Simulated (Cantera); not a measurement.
An isothermal, constant-pressure homogeneous reactor starts with CO : O2 : H2O : N2 = 0.0051 : 0.01 : 0.00072 : 1 (molar parts), at 1025 K and 1880 Torr.

Cantera simulation using GRI-Mech 3.0 (53 species, 325 reactions); the numbers are that mechanism's predictions, not measurements.

x: mole fraction; the columns are a selection and need not sum to one.

```tsv
t (s)	x CO	x O2	x H2O	x N2O	x OH	x NO2
3.00e-6	0.00502	0.00984	0.000709	<1e-12	<1e-12	<1e-12
1.18e-5	0.00502	0.00984	0.000709	<1e-12	<1e-12	<1e-12
4.62e-5	0.00502	0.00984	0.000709	<1e-12	<1e-12	<1e-12
0.000181	0.00502	0.00984	0.000709	<1e-12	<1e-12	<1e-12
0.000711	0.00502	0.00984	0.000709	<1e-12	<1e-12	<1e-12
0.00279	0.00502	0.00984	0.000709	<1e-12	3.57e-12	<1e-12
0.0110	0.00502	0.00984	0.000709	5.20e-12	1.28e-11	<1e-12
0.0430	0.00502	0.00984	0.000709	4.54e-11	8.34e-11	<1e-12
0.169	0.00501	0.00984	0.000709	2.83e-9	4.99e-9	<1e-12
0.662	0.00470	0.00968	0.000707	6.42e-8	1.51e-8	2.92e-11
2.60	0.00346	0.00907	0.000705	3.00e-7	1.74e-8	6.91e-10
10.2	0.00111	0.00790	0.000709	8.27e-7	1.63e-8	7.25e-9
40.0	(withheld)	0.00738	0.000710	(withheld)	(withheld)	(withheld)
```

Task: Complete the blanks.

Result: 
- 40.0, x CO: 5.03e-5
- 40.0, x N2O: 1.00e-6
- 40.0, x OH: 1.14e-8
- 40.0, x NO2: 2.29e-8
